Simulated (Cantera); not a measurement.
Feed: 1 mol Cu₂O, 0.47 mol CH₄, 0.79 mol N₂, held at 0.158 Torr.

Method: chemical equilibrium by Gibbs-energy minimisation in Cantera with the NASA 1993 tables (ideal gas, pure condensed phases). Candidate condensed phases: C, C₆H₆, C₇H₈, C₈H₁₈, Cu, CuO, Cu(OH)₂, Cu₂O, H₂O; 139 gas species. Rates play no part.

Which condensed phases are stable at each of these points (T (K)): 1175, 1275, 1375, 1475, 1575, 1675, 1775, 1875, 1975, 2075, 2175?


| T (K) | condensed phases | Cu condensed (%) |
|---|---|---|
| 1175 | Cu(s) | 100.0 |
| 1275 | Cu(s) | 100.0 |
| 1375 | Cu(l) | 99.6 |
| 1475 | Cu(l) | 97.1 |
| 1575 | Cu(l) | 83.5 |
| 1675 | gas only | 0.0 |
| 1775 | gas only | 0.0 |
| 1875 | gas only | 0.0 |
| 1975 | gas only | 0.0 |
| 2075 | gas only | 0.0 |
| 2175 | gas only | 0.0 |

From 1175 K to 1275 K the condensed part is Cu(s). From 1375 K to 1575 K the condensed part is Cu(l). From 1675 K to 2175 K nothing is condensed.
